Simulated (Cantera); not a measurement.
**Reactions in the system Li-N-O**

Source: NASA polynomial tables (part measured, part estimated), evaluated in Cantera. Values are per mole of reaction as written; species without (g) are pure solids or liquids, kept so even where they would boil at 1 bar.

2 Li(g) + 2 NO(g) → Li2O + N2O(g)

```
T (K)  ΔH° (kJ)  ΔS° (J/K)  ΔG° (kJ)  log10 K
-----  --------  ---------  --------  -------
2223     -894.9     -359.1     -96.5     2.27
2298     -891.4     -357.6     -69.6     1.58
2373     -888.0     -356.1     -42.9     0.94
2448     -884.5     -354.7     -16.2     0.35
2523     -881.1     -353.3      10.3    -0.21
2598     -877.6     -352.0      36.8    -0.74
2673     -874.2     -350.7      63.1    -1.23
```
